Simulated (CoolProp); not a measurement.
A Linde-Hampson liquefier for oxygen: isothermal reversible compression at 280 K from 1 atm to 15 MPa, throttling to 1 atm, return gas leaving the recuperator 2 K below the feed. Each further row changes one setting.

The numbers come from the reference Helmholtz-energy equation of state, Schmidt 1985 in CoolProp.

```
case                        liquid yield per pass  compression work (kJ/kg of gas)
--------------------------  ---------------------  -------------------------------
as stated                                       ?                              356
high pressure 30 MPa                            ?                                ?
warm-end temperature 310 K                  0.072                                ?
warm-end gap 7 K                                ?                              356
```

Problem. Complete the blanks.

Solution. 
- as stated, liquid yield per pass: 0.097
- high pressure 30 MPa, liquid yield per pass: 0.162
- high pressure 30 MPa, compression work (kJ/kg of gas): 402
- warm-end temperature 310 K, compression work (kJ/kg of gas): 398
- warm-end gap 7 K, liquid yield per pass: 0.086

Above 300 K oxygen's equation is extrapolated.
